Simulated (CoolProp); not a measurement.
The numbers come from the reference Helmholtz-energy equation of state, Lemmon 2006 in CoolProp. It is a short technical equation, of lower accuracy than the large ones.

Task: Give the vapour pressure (kPa), liquid density (kg/m³), enthalpy of vaporisation (kJ/kg), vapour Z of saturated isopentane at 247.2 K.

Result: 
| T (K) | p (kPa) | liquid density (kg/m³) | enthalpy of vaporisation (kJ/kg) | vapour Z |
|---|---|---|---|---|
| 247.2 | 9.78 | 664 | 381 | 0.992 |
